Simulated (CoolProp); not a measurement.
The fluid at 293.15 K and 0.436 MPa (gas) is heated at constant pressure to 383.4 K. The same conditions are run with several fluids, on thermodynamics alone (safety and materials aside).

The numbers come from the reference Helmholtz-energy equation of state of each fluid (C2F6 (R116): Lemmon 2006; R115: Lemmon 2016; oxygen: Schmidt 1985; R125: Lemmon 2005; nitrogen: Span 2000) in CoolProp.

Q: Rank C2F6 (R116), R115, oxygen, R125, nitrogen by heat (kJ/kg), highest first.

A: nitrogen (94.4), oxygen (84.0), R125 (79.2), C2F6 (R116) (76.2), R115 (71.2)

```csv
fluid,final density (kg/m³)
C2F6 (R116),19.2
R115,21.9
oxygen,4.38
R125,16.9
nitrogen,3.83
```

Above 300 K oxygen's equation is extrapolated.
